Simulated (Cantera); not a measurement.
Input: 1 mol CCl₄, a varied amount of H₂, held at 2025 K and 750 Torr.

These are equilibrium values from Cantera (NASA tables, ideal gas, pure condensed phases), not measurements of a reactor. Candidate condensed phases: C, C₆H₆, C₇H₈, C₈H₁₈; 91 gas species. Kinetics and transport are ignored.

x: gas mole fraction; n: condensed amount in mol.

```tsv
n(H₂) (mol)	x HCl	x H₂	x Cl	x Cl₂	x H	x C₂H₂ (acetylene)	n C(graphite)
0.23	0.156	2.12e-7	0.485	0.358	…	1.92e-10	0.998
0.35	0.230	5.23e-7	0.455	0.315	…	4.73e-10	0.998
0.53	0.333	1.34e-6	0.411	0.256	…	1.22e-9	0.999
0.81	0.478	3.96e-6	0.343	0.179	…	3.58e-9	0.999
1.2	0.657	1.42e-5	0.249	0.0943	…	1.28e-8	0.999
1.9	0.950	0.000886	0.0456	0.00316	…	8.02e-7	1.000
2.9	0.812	0.184	0.00270	1.11e-5	…	0.000167	0.998
4.5	0.613	0.384	0.00141	3.04e-6	…	0.000347	0.995
6.9	0.448	0.549	0.000864	1.14e-6	…	0.000497	0.990
11	0.307	0.690	0.000528	4.24e-7	0.00160	0.000625	0.981
16	0.222	0.775	0.000360	1.97e-7	0.00169	0.000702	0.970
```

**Question.** Complete the blanks.

**Answer.** 
- 0.23, x H: 8.85e-7
- 0.35, x H: 1.39e-6
- 0.53, x H: 2.23e-6
- 0.81, x H: 3.83e-6
- 1.2, x H: 7.25e-6
- 1.9, x H: 5.73e-5
- 2.9, x H: 0.000826
- 4.5, x H: 0.00119
- 6.9, x H: 0.00143
